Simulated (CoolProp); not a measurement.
Aqueous ethylene glycol as a coolant, 20 % by mass, freezing at -7.9 °C, 1 atm.

Model: Melinder's fits for secondary coolants, in CoolProp.

```csv
T (°C),viscosity (mPa s),Prandtl number,conductivity (W/(m K)),density (kg/m³)
-0.1,3.19,[?],0.484,1029
7.8,2.42,19.0,[?],[?]
15.7,[?],14.6,0.503,1025
23.6,1.51,11.5,0.512,1023
31.5,1.23,9.26,0.520,[?]
39.4,1.03,7.64,[?],[?]
```

### Question
Some entries are withheld; supply them.

### Answer

- -0.1, Prandtl number: 25.4
- 7.8, conductivity (W/(m K)): 0.494
- 7.8, density (kg/m³): 1027
- 15.7, viscosity (mPa s): 1.88
- 31.5, density (kg/m³): 1020
- 39.4, conductivity (W/(m K)): 0.528
- 39.4, density (kg/m³): 1017
